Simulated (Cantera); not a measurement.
A diamond (100) surface in a fixed gas of H2 with x(CH4) = 0.0036, x(H) = 0.02, x(CH3) = 2.1e-05, 12000 Pa; coverages are run to steady state.

Computed with Cantera and the Harris–Goodwin 1993 mechanism for the reconstructed diamond (100) surface.

θ: site fractions in the mechanism's names (c6HH fully hydrogenated, c6H* and c6*H radical sites, c6** diradical, c6HM methylated).

| T (K) | growth (µm/h) | θ c6HH | θ c6H* | θ c6*H | θ c6** | θ c6HM |
|---|---|---|---|---|---|---|
| 950 | 1.05 | 0.643 | 0.0146 | 0.335 | 0.00678 | 0.000711 |
| 1025 | 1.49 | 0.574 | 0.0211 | 0.393 | 0.0117 | 0.000516 |
| 1100 | 1.94 | 0.511 | 0.0284 | 0.442 | 0.0186 | 0.000374 |
| 1175 | … | … | … | 0.481 | … | … |
| 1250 | 2.00 | 0.406 | 0.0444 | 0.511 | 0.0384 | 0.000139 |
| 1325 | 1.44 | 0.364 | 0.0524 | 0.532 | 0.0511 | 5.62e-5 |
| 1400 | … | … | … | 0.547 | … | … |

**Question.** Some entries are withheld; supply them.

**Answer.** 
- 1175, growth (µm/h): 2.21
- 1175, θ c6HH: 0.455
- 1175, θ c6H*: 0.0363
- 1175, θ c6**: 0.0275
- 1175, θ c6HM: 0.000254
- 1400, growth (µm/h): 1.07
- 1400, θ c6HH: 0.328
- 1400, θ c6H*: 0.0602
- 1400, θ c6**: 0.0654
- 1400, θ c6HM: 1.83e-5
